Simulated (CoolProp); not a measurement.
Values from CoolProp's reference Helmholtz-energy equation of state, de Vries 1995.

Give the vapour pressure (kPa), vapour density (kg/m³), vapour viscosity (µPa s) of saturated R124 at 264.9, 287.6, 321.6 K.


```csv
T (K),p (kPa),vapour density (kg/m³),vapour viscosity (µPa s)
264.9,118,7.69,11.4
287.6,273,17.0,12.5
321.6,745,45.9,14.2
```

Viscosity comes from a separate model (Bell 2016), an estimate that may be off by 10 % or more.
